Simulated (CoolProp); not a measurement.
Model: reference Helmholtz-energy equation of state, Lemmon 2022, in CoolProp.

Problem. For R1234yf, give the phase and the speed of sound (m/s), isothermal compressibility (1/MPa), expansivity (1/kK), conductivity (mW/(m K)) at 136.55 °C and 0.535 MPa; 136.55 °C and 11.5 MPa.

Solution. 
- 136.55 °C and 0.535 MPa: gas; speed of sound 173, isothermal compressibility 1.95, expansivity 2.81, conductivity 23.5
- 136.55 °C and 11.5 MPa: supercritical; speed of sound 246, isothermal compressibility 0.0325, expansivity 5.73, conductivity 49.9

Thermal conductivity comes from a separate model (Perkins 2011).
